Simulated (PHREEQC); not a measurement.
## Alkaline etch or developer

Solution (20 °C): 0.12 mol/kgw TMAH and 0.019 mol/kgw Na2CO3. Closed to the air; pH follows from the charge balance.

Model: ion-association model, phreeqc.dat, run in PHREEQC.

No solid was allowed to form.

### Question
Predict the pH, ionic strength.

### Answer
pH 13.10; ionic strength 0.172 mol/kgw.

### Question
In which forms is Na present?

### Answer
Na+ 93 %, NaCO3- 7.2 % of the Na.

(CH3)4N+ isn't in the database: it is added as a free cation with an ion size of 4 Å.
